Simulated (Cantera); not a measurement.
## Ignition delay

Mixture: 7.05 % CH4, 19.6 % O2, 73.3 % N2, equivalence ratio 0.72, at 750 Torr, adiabatic and at constant pressure. Ignition delay is the time to a rise of 400 K.

Detailed kinetics in Cantera: GRI-Mech 3.0 (53 species, 325 reactions).

```tsv
T0 (K)	delay (ms)
1350	5.29
1425	2.24
1500	1.04
1575	0.528
1650	0.292
```

The apparent activation energy between 1500 and 1650 K is 170 kJ/mol.
